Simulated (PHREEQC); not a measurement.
Make-up at 20 °C: 0.84 mol KCl, 0.13 mol SrCl2 and 2.1e-05 mol H4SiO4 per kg of water. Closed to the air; pH follows from the charge balance.

Model: Pitzer model, pitzer.dat, run in PHREEQC.

Each row changes one thing in this solution. This is a speciation only: nothing precipitates in the calculation.

| case | pH | H3SiO4- (mol/kgw) | SI of Sylvite (KCl) | SI of SiO2(a) (SiO2) |
|---|---|---|---|---|
| as made | 6.89 | 5.06e-8 | -1.32 | -1.93 |
| H4SiO4 from 2.1e-05 to 2.31e-05 mol/kgw | 6.89 | 5.48e-8 | -1.32 | ___ |
| SrCl2 left out | 6.96 | 4.82e-8 | ___ | -1.93 |
| H4SiO4 from 2.1e-05 to 0.000105 mol/kgw | ___ | 1.65e-7 | -1.32 | ___ |
| H4SiO4 from 2.1e-05 to 4.2e-06 mol/kgw | 6.96 | 1.19e-8 | -1.32 | ___ |

### Question
Some entries are withheld; supply them.

### Answer

- H4SiO4 from 2.1e-05 to 2.31e-05 mol/kgw, SI of SiO2(a) (SiO2): -1.89
- SrCl2 left out, SI of Sylvite (KCl): -1.42
- H4SiO4 from 2.1e-05 to 0.000105 mol/kgw, pH: 6.71
- H4SiO4 from 2.1e-05 to 0.000105 mol/kgw, SI of SiO2(a) (SiO2): -1.23
- H4SiO4 from 2.1e-05 to 4.2e-06 mol/kgw, SI of SiO2(a) (SiO2): -2.63

Complexes and solids missing from the database can't appear. In brines, pH and single-ion activities rest on the MacInnes convention.
